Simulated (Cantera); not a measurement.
Input: 1 mol H₂S, 1.6 mol H₂O, 0.083 mol H₂, held at 2700 °C and 1.70 mbar.

Method: chemical equilibrium by Gibbs-energy minimisation in Cantera with the NASA 1993 tables (ideal gas, pure condensed phases). Candidate condensed phases: H₂O, H₂SO₄, S; 19 gas species. Equilibrium is a limit: real reactors are often held back by kinetics, nucleation or transport.

Base state: H 0.645, O 0.166, S 0.108, H₂ 0.0335, SO 0.0250, OH 0.0140, O₂ 0.00438, H₂O 0.00223 (mole fractions); condensed: gas only.

Task: What changes in the equilibrium state with this change: temperature from 2700 °C to 1977 °C?

Result: 
| species | before | after |
|---|---|---|
| H₂ | 0.0335 | 0.441 |
| H₂O | 0.00223 | 0.189 |
| H | 0.645 | 0.120 |
| O | 0.166 | 0.00144 |
| S₂ | 0.000365 | 0.0209 |
| SO₂ | 0.00122 | 0.0596 |
| SH | 0.00106 | 0.0112 |
| SO | 0.0250 | 0.0998 |
| S | 0.108 | 0.0478 |
| OH | 0.0140 | 0.00770 |
| H₂S | 2.63e-6 | 0.000848 |
| S₂O | 7.74e-7 | 0.000121 |
| O₂ | 0.00438 | 0.000259 |
